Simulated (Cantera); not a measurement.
Charge: 1 mol Si, 3.6 mol NF₃, 0.96 mol H₂, at 1450 °C and 0.000540 bar.

These are equilibrium values from Cantera (NASA tables, ideal gas, pure condensed phases), not measurements of a reactor. Candidate condensed phases: Si, Si₃N₄; 37 gas species. The numbers say what is thermodynamically allowed, not how fast it happens.

Task: What is the equilibrium state?

Result: 
| Property | Result |
|---|---|
| x(F) | 0.508 |
| x(HF) | 0.200 |
| x(N₂) | 0.188 |
| x(SiF₄) | 0.104 |
| x(F₂) | 3.30e-6 |
| gas amount | 9.600 mol |
| log10 activity of Si(l) (absent) | -28.17 |
